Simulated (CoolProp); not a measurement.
Vapour-liquid equilibrium of ethanol (1) + o-xylene (2) at 64.1 kPa; x and y are mole fractions of (1).

The numbers come from the multi-fluid Helmholtz-energy mixture model, Schroeder 2014 and Zhou 2012; pair parameters Bell 2016 in CoolProp.

| x | bubble temperature (°C) | y at the bubble point | dew temperature at overall composition x (°C) | liquid density (mol/L) |
|---|---|---|---|---|
| 0.05 | ? | 0.635 | ? | 7.846 |
| 0.125 | 81.7 | 0.804 | 123.4 | 8.288 |
| 0.2 | 76.0 | 0.850 | 120.4 | 8.682 |
| 0.275 | 73.5 | 0.868 | 117.2 | 9.083 |
| 0.35 | 72.3 | 0.877 | 113.8 | 9.512 |
| 0.425 | 71.7 | 0.882 | 110.1 | 9.981 |
| 0.5 | 71.3 | 0.886 | 106.0 | 10.50 |
| 0.575 | 70.9 | 0.890 | 101.3 | 11.09 |
| 0.65 | 70.4 | ? | 96.0 | 11.74 |
| 0.725 | 69.9 | ? | 89.8 | 12.48 |
| 0.8 | 69.2 | 0.920 | 82.1 | 13.33 |
| 0.875 | 68.5 | 0.941 | ? | 14.29 |
| 0.95 | 67.7 | 0.972 | 68.2 | 15.39 |

**Question.** Complete the blanks.

**Answer.** 
- 0.05, bubble temperature (°C): 97.1
- 0.05, dew temperature at overall composition x (°C): 126.1
- 0.65, y at the bubble point: 0.896
- 0.725, y at the bubble point: 0.905
- 0.875, dew temperature at overall composition x (°C): 72.5

No azeotrope shows between x = 0.05 and 0.95.

Pair parameters are fitted to limited data, so mixtures are less certain than the pure fluids. With so large a gap from Raoult's law the liquid may split in two, which this calculation doesn't test in full.
